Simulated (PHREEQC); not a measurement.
Consider water at 45 °C with 47 mmol/kgw HF, 0.49 mmol/kgw NH3 and 0.56 mmol/kgw KCl. Closed to the air; pH follows from the charge balance.

All values are PHREEQC results (ion-association model, wateq4f.dat), not measurements.

This is a speciation only: nothing precipitates in the calculation.

Q: What pH, ionic strength does the model give?

A: pH 2.37; ionic strength 0.00567 mol/kgw.

Q: In which forms is F present?

A: HF 80 %, F- 9.4 %, H2F2 7.5 %, HF2- 3.0 % of the F.

Species that the database lacks are ignored. wateq4f.dat counts part of the HF as a dimer, H2F2, which phreeqc.dat doesn't know; its constant is uncertain. At this temperature some constants are extrapolated from 25 °C, and those without enthalpy data are left unchanged.
